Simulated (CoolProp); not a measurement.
Vapour-liquid equilibrium of R113 (1) + n-hexane (2) at 172.55 °C; x and y are mole fractions of (1).

Computed with CoolProp (multi-fluid Helmholtz-energy mixture model, Marx 1992 and Thol 2019; pair parameters Bell 2016).

```tsv
x	bubble pressure, mixture model (MPa)	bubble pressure, Raoult's law (MPa)	y, mixture model	y, Raoult's law
0.05	1.190	1.177	0.075	0.076
0.15	1.278	1.242	0.208	0.217
0.25	1.358	1.307	0.324	0.344
0.35	1.433	1.373	0.429	0.458
0.45	1.502	1.438	0.525	0.562
0.55	1.566	1.503	0.616	0.658
0.65	1.626	1.569	0.703	0.745
0.75	1.681	1.634	0.787	0.825
0.85	1.731	1.699	0.872	0.899
0.95	1.776	1.765	0.957	0.968
```

The largest gap from Raoult's law is +4.5 % in bubble pressure, at x = 0.45. No azeotrope shows between x = 0.05 and 0.95.

The pair parameters rest on a limited set of measurements; away from them the model extrapolates.
